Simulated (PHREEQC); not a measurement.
Make-up at 25 °C: 9.6 mmol/kgw HF, 0.15 mmol/kgw H2SiF6 and 9.6 mmol/kgw H3BO3. Closed to the air; pH follows from the charge balance.

Model: ion-association model, phreeqc.dat, run in PHREEQC.

The pH comes out as 2.58, the ionic strength is 0.00284 mol/kgw and the total alkalinity is -10.5 meq/kg.

```json
[
 {"species": "H3BO3", "molality": "0.00753", "activity": "0.00753", "log γ": "0.000"},
 {"species": "H+", "molality": "0.00276", "activity": "0.00262", "log γ": "-0.023"},
 {"species": "HF", "molality": "0.00192", "activity": "0.00192", "log γ": "0.000"},
 {"species": "BF4-", "molality": "0.00156", "activity": "0.00147", "log γ": "-0.025"},
 {"species": "F-", "molality": "0.000519", "activity": "0.000489", "log γ": "-0.026"},
 {"species": "BF3OH-", "molality": "0.000299", "activity": "0.000282", "log γ": "-0.025"}
]
```

This is a speciation only: nothing precipitates in the calculation. Complexes and solids missing from the database can't appear. SiF6-2 is the database's only silicon fluoride. Real BF4- forms and hydrolyses slowly; the run takes it at equilibrium.
